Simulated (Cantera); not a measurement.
Hydrocarbon pyrolysis for carbon deposition

An isothermal, constant-pressure homogeneous reactor starts with 0.989 % C3H8, 98.9 % H2, 0.109 % H2O, at 1900 K and 2670 Pa.

Detailed kinetics in Cantera: GRI-Mech 3.0 (53 species, 325 reactions). GRI-Mech 3.0 was tuned for natural gas; its chemistry of propane as a main component is partial and can be far from experiment. GRI-Mech 3.0 stops at C3 and has no aromatics, soot or wall deposition, so with more carbon than oxygen in the feed, carbon stays in small species such as C2H2 where larger ones or solid carbon would form. Radical loss at walls, strong at low pressure, is not modelled.

| t (s) | x C3H8 | x H2 | x C2H | x H | x CH2 |
|---|---|---|---|---|---|
| 0.000300 | 6.13e-10 | 0.971 | 4.78e-7 | 0.00655 | 1.08e-5 |
| 0.00103 | 2.28e-10 | 0.972 | 5.82e-7 | 0.00582 | 8.46e-6 |
| 0.00357 | 1.54e-10 | 0.973 | 5.61e-7 | 0.00521 | 6.56e-6 |
| 0.0123 | 6.93e-11 | 0.975 | 5.34e-7 | 0.00440 | 4.18e-6 |
| 0.0424 | 2.02e-11 | 0.977 | 5.83e-7 | 0.00407 | 2.62e-6 |
| 0.146 | 2.40e-12 | 0.978 | 7.30e-7 | 0.00434 | 1.48e-6 |
| 0.505 | <1e-12 | 0.979 | 8.54e-7 | 0.00468 | 5.80e-7 |
| 1.74 | <1e-12 | 0.980 | 8.90e-7 | 0.00481 | 2.30e-7 |
| 6.00 | <1e-12 | 0.980 | 8.88e-7 | 0.00484 | 1.11e-7 |
x: mole fraction; the columns are a selection and need not sum to one.

Equilibrium at this temperature and pressure: C3H8 <1e-12, H2 0.980, C2H 8.89e-7, H 0.00485, CH2 5.14e-8 (gas phase only).
